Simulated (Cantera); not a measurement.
An isothermal plug-flow reactor at 925 K and 1.01 bar (inlet), inlet velocity 0.41 m/s, active area per volume 220 1/m; feed H2 : O2 : N2 = 0.0033 : 0.21 : 0.79 (molar parts), equivalence ratio 0.0079.

Computed with Cantera and Deutschmann's 1995 Pt surface mechanism with GRI-Mech 3.0 gas chemistry. Catalytic surfaces can have several steady states; this one follows from the mechanism file's or the stated starting coverage. Mass transfer to the wall is taken as infinitely fast.

One state of this run: x H2 = 0.00277; x O2 = 0.209; x H2O = 0.000521; θ free Pt = 0.107; θ O* = 0.892; θ OH* = 0.000799. x: gas mole fraction; θ: surface coverage.

**Question.** Which value of z (m) does it belong to?
A. 0.0003
B. 0.0042
C. 8.1e-05
D. 0.00016

**Answer.** C, 8.1e-05
